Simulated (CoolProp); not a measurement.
A Linde-Hampson liquefier for ethylene: isothermal reversible compression at 290 K from 1 atm to 30 MPa, throttling to 1 atm, return gas leaving the recuperator 10 K below the feed. Each further row changes one setting.

Model: reference Helmholtz-energy equation of state, Smukala 2000, in CoolProp.

```tsv
case	liquid yield per pass	compression work (kJ/kg of gas)
as stated	[?]	373
high pressure 60 MPa	[?]	[?]
warm-end temperature 320 K	[?]	444
warm-end gap 15 K	[?]	373
```

### Question
Some entries are withheld; supply them.

### Answer

- as stated, liquid yield per pass: 0.497
- high pressure 60 MPa, liquid yield per pass: 0.465
- high pressure 60 MPa, compression work (kJ/kg of gas): 437
- warm-end temperature 320 K, liquid yield per pass: 0.416
- warm-end gap 15 K, liquid yield per pass: 0.491
